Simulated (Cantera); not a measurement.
Feed: 1 mol SiC, 0.05 mol Si, 9.5 mol N₂, equilibrated at 1900 K and 0.0383 Torr.

Method: chemical equilibrium by Gibbs-energy minimisation in Cantera with the NASA 1993 tables (ideal gas, pure condensed phases). Candidate condensed phases: C, Si, SiC, Si₃N₄; 20 gas species. The tables' values for SiN are old estimates; treat these amounts as uncertain. Kinetics and transport are ignored.

Base state: N₂ 0.990, Si 0.00918, SiC₂ 0.000232, Si₂C 0.000161, SiN 2.18e-5, CN 1.99e-5 (mole fractions); condensed: C(graphite) + SiC(s).

Question: What changes in the equilibrium state with this change: temperature from 1900 K to 2123 K?

Answer: 
```tsv
species	before	after
N₂	0.990	0.901
Si	0.00918	0.0904
SiC₂	0.000232	0.00641
CN	1.99e-5	0.000340
Si₂	2.74e-6	3.36e-5
Si₂C	0.000161	0.00130
SiN	2.18e-5	0.000121
C(graphite), mol	0.0375	0.847
SiC(s), mol	0.956	0
```
